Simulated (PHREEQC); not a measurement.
PHREEQC input (Pitzer model, pitzer.dat):

```
SOLUTION 1
  temp 20
  units mol/kgw
  pH 7 charge
  Br 0.28
  K 0.28
SOLUTION 2
  temp 20
  units mol/kgw
  pH 7 charge
  C(4) 0.0099
  K 0.0198
  Si 8.1e-06
END
SELECTED_OUTPUT 1
  -reset false
  -pH true
  -pe true
  -ionic_strength true
  -water true
  -totals Br C K Si
  -molalities H+ K+ CO3-2 Br- H4SiO4 OH- HCO3- CO2 H3SiO4- H2SiO4-2
  -equilibrium_phases Kalicinite SiO2(a)
PRINT
  -reset false
MIX 1
  1 1
  2 0
EQUILIBRIUM_PHASES 1
  Kalicinite 0 0
  SiO2(a) 0 0
END
# ... the last block is repeated for the other 10 points of share of solution B
```

Selected output (columns that matter, 11 of 11 rows; share of solution B added in front):

```
share of solution B	pH	mu	Br	C	K	Si	m_H+	m_K+	m_CO3-2	m_Br-	m_H4SiO4	m_OH-	m_HCO3-	m_H3SiO4-
0	7.0656	0.28	0.28	0	0.28	0	1.0934e-07	0.28	0	0.28	0	1.0934e-07	0	0
0.1	10.411	0.25473	0.252	0.00099	0.25398	8.1e-07	4.9469e-11	0.25398	0.00074867	0.252	1.3463e-07	0.00024067	0.00024131	6.7179e-07
0.2	10.588	0.22958	0.224	0.00198	0.22796	1.62e-06	3.3038e-11	0.22796	0.0016202	0.224	1.9284e-07	0.00035841	0.00035982	1.4165e-06
0.3	10.693	0.20446	0.196	0.00297	0.20194	2.43e-06	2.5966e-11	0.20194	0.0025151	0.196	2.3705e-07	0.00045273	0.00045491	2.1735e-06
0.4	10.771	0.17934	0.168	0.00396	0.17592	3.24e-06	2.1716e-11	0.17592	0.0034208	0.168	2.7381e-07	0.00053619	0.00053915	2.937e-06
0.5	10.835	0.15423	0.14	0.00495	0.1499	4.05e-06	1.8728e-11	0.1499	0.0043322	0.14	3.055e-07	0.00061405	0.0006178	3.7051e-06
0.6	10.891	0.12913	0.112	0.00594	0.12388	4.86e-06	1.6408e-11	0.12388	0.0052459	0.112	3.3317e-07	0.0006895	0.00069405	4.4773e-06
0.7	10.943	0.10402	0.084	0.00693	0.09786	5.67e-06	1.4467e-11	0.09786	0.0061594	0.084	3.5717e-07	0.00076524	0.00077058	5.2537e-06
0.8	10.995	0.07891	0.056	0.00792	0.07184	6.48e-06	1.2732e-11	0.07184	0.0070695	0.056	3.7733e-07	0.00084434	0.00085048	6.0348e-06
0.9	11.05	0.053791	0.028	0.00891	0.04582	7.29e-06	1.1064e-11	0.04582	0.0079712	0.028	3.926e-07	0.00093181	0.00093875	6.8224e-06
1	11.115	0.028653	0	0.0099	0.0198	8.1e-06	9.2918e-12	0.0198	0.0088528	0	3.9983e-07	0.0010394	0.0010472	7.6206e-06
```
